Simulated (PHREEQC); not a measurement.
Consider water at 5.5 °C with 0.015 mol/kgw CuCl2, 3.6e-05 mol/kgw HCl and 0.24 mol/kgw Na2SO4. Closed to the air; pH follows from the charge balance.

The numbers come from PHREEQC with the ion-association model, wateq4f.dat.

Each row changes one thing in this solution. No solid was allowed to form.

```tsv
case	pH	ionic strength (mol/kgw)	Cu(OH)2 (mol/kgw)	SI of Atacamite (Cu2(OH)3Cl)	SI of Tenorite (CuO)
as made	5.06	0.605	3.73e-7	-0.44	-1.08
Na2SO4 left out	4.46	0.0446	1.30e-7	-0.77	-1.60
0.46 mol/kgw KOH added	14.09	1.01	2.68e-5	-5.70	+0.82
Na2SO4 from 0.24 to 0.12 mol/kgw	4.93	0.330	2.86e-7	-0.57	-1.23
CuCl2 replaced by Cu(BF4)2 at the same molality	3.04	0.604	3.54e-11	-9.40	-5.11
0.37 mol/kgw Na3PO4 added	12.47	2.59	0.0112	+1.46	+3.60
HCl left out	5.43	0.605	2.06e-6	+0.67	-0.34
```

The ionic strength passes 0.7 mol/kgw, the rough limit of the ion-association models, in 0.46 mol/kgw KOH added; 0.37 mol/kgw Na3PO4 added. Some of these states are supersaturated (in Tenorite (slow to form), Cu(OH)2, Atacamite, for instance). Away from 25 °C the constants follow the database's enthalpies or fits; those with neither stay at their 25 °C values. Real BF4- forms and hydrolyses slowly; the run takes it at equilibrium. The database's constant for dissolved Cu(OH)2 is higher than later reviews accept.
